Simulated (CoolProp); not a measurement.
Values from CoolProp's reference Helmholtz-energy equation of state, Lemmon 2006. It is a short technical equation, of lower accuracy than the large ones.

Question: For isopentane, give the phase and the density (kg/m³), Joule-Thomson coefficient (K/MPa), isothermal compressibility (1/MPa), conductivity (mW/(m K)) at 500 K and 31500 kPa.

Answer: 
- 500 K and 31500 kPa: supercritical; density 491, Joule-Thomson coefficient -0.127, isothermal compressibility 0.00546, conductivity 87.5

Thermal conductivity comes from a separate model (Vassiliou 2015).
